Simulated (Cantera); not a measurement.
A perfectly stirred reactor is fed with CH4 : H2 : O2 : N2 : H2O = 1 : 1.4 : 2.08 : 7.81 : 1.8 (molar parts), equivalence ratio 1.3, at 2.57 atm; it is adiabatic with a 350 K inlet, and is followed from long to short residence time, starting on the burning branch (τ in s: 0.45, 0.18, 0.075, 0.03, 0.012, 0.005, 0.002, 0.00083, 0.00034, 0.00014, 5.6e-05, 2.3e-05).

Model: GRI-Mech 3.0 (53 species, 325 reactions), integrated in Cantera.

### Question
Predict: blow-out, bracketed by the residence times tried; x(CH4) at τ = 0.450 s; x(H2) at τ = 0.450 s; x(O2) at τ = 0.450 s; x(C2H2) at τ = 0.450 s; x(CH4) at τ = 2.00 ms; x(H2) at τ = 2.00 ms; x(O2) at τ = 2.00 ms; x(NO2) at τ = 2.00 ms; x(C2H2) at τ = 2.00 ms.

### Answer
```json
{
  "blow_out_bracketed_by_the_residence_times_tried": "burning at 0.340 ms, out at 0.140 ms",
  "x(CH4) at τ = 0.450 s": "0.000144",
  "x(H2) at τ = 0.450 s": "0.0565",
  "x(O2) at τ = 0.450 s": "4.17e-5",
  "x(C2H2) at τ = 0.450 s": "3.92e-6",
  "x(CH4) at τ = 2.00 ms": "0.00161",
  "x(H2) at τ = 2.00 ms": "0.0524",
  "x(O2) at τ = 2.00 ms": "0.00268",
  "x(NO2) at τ = 2.00 ms": "1.91e-9",
  "x(C2H2) at τ = 2.00 ms": "0.000380"
}
```
